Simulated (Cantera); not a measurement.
Input: 1 mol Si, 0.55 mol Cl2, a varied amount of N2, held at 1473 K and 130 Pa.

Equilibrium computed with Cantera from the NASA thermochemical tables; the gas is ideal and each condensed phase is pure. Candidate condensed phases: Si, Si3N4; 13 gas species. N2 is the only nitrogen source here; it is nearly inert below about 1500 K, so the nitride shown seldom forms there in practice. The tables' values for SiCl3 are old estimates; treat these amounts as uncertain. Equilibrium is a limit: real reactors are often held back by kinetics, nucleation or transport.

x: gas mole fraction; n: condensed amount in mol.

| n(N2) (mol) | x N2 | x SiCl2 | x SiCl3 | x SiCl4 | n Si3N4(s) |
|---|---|---|---|---|---|
| 2.8 | 0.827 | 0.157 | 0.0127 | [?] | 0.160 |
| 3.4 | 0.855 | 0.132 | 0.00998 | [?] | 0.159 |
| 4.1 | 0.878 | 0.112 | 0.00784 | [?] | 0.158 |
| 5.1 | 0.901 | 0.0920 | 0.00589 | [?] | 0.158 |
| 6.2 | 0.917 | 0.0770 | 0.00454 | [?] | 0.157 |
| 7.6 | 0.932 | 0.0638 | 0.00344 | [?] | 0.156 |
| 9.3 | 0.944 | 0.0529 | 0.00261 | [?] | 0.156 |
| 11 | 0.952 | 0.0452 | 0.00206 | [?] | 0.155 |
| 14 | 0.962 | 0.0360 | 0.00147 | [?] | 0.155 |

Problem. Fill in the missing entries.

Solution. 
- 2.8, x SiCl4: 0.00354
- 3.4, x SiCl4: 0.00258
- 4.1, x SiCl4: 0.00188
- 5.1, x SiCl4: 0.00129
- 6.2, x SiCl4: 0.000914
- 7.6, x SiCl4: 0.000634
- 9.3, x SiCl4: 0.000439
- 11, x SiCl4: 0.000323
- 14, x SiCl4: 0.000206
